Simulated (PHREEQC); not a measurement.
0.013 g of hydrous ferric oxide (600 m²/g; 0.2 weak and 0.005 strong sites per Fe, Dzombak-Morel constants, diffuse double layer) in 1 kg of water with 0.1 mol/kgw of an inert sodium salt and 1.5e-07 mol/kgw NaF, at 25 °C; the pH is set by adding NaOH or the inert anion's acid. O2 is buffered at 0.21 atm. CO2 from the air is kept out. Precipitation was switched off in this run.

Equilibrium calculation in PHREEQC: ion-association model, wateq4f.dat.

| pH | F sorbed (%) | surface charge σ (C/m²) | surface potential ψ (mV) |
|---|---|---|---|
| 4 | 13.9 | 0.320 | 147 |
| 4.67 | 10.6 | 0.253 | 135 |
| 5.33 | 6.1 | 0.177 | 116 |
| 6 | ? | 0.111 | 93 |
| 6.67 | 1.0 | 0.063 | 67 |
| 7.33 | 0.3 | 0.029 | 37 |
| 8 | ? | 0.004 | 5 |
| 8.67 | 0.0 | -0.020 | ? |
| 9.33 | 0.0 | -0.051 | -57 |
| 10 | 0.0 | ? | ? |
| 10.67 | 0.0 | -0.154 | -109 |
| 11.33 | 0.0 | -0.229 | -129 |
| 12 | 0.0 | -0.306 | -141 |

Q: Fill in the missing entries.

A: 
- 6, F sorbed (%): 2.7
- 8, F sorbed (%): 0.1
- 8.67, surface potential ψ (mV): -27
- 10, surface charge σ (C/m²): -0.094
- 10, surface potential ψ (mV): -85

Complexes and solids missing from the database can't appear.
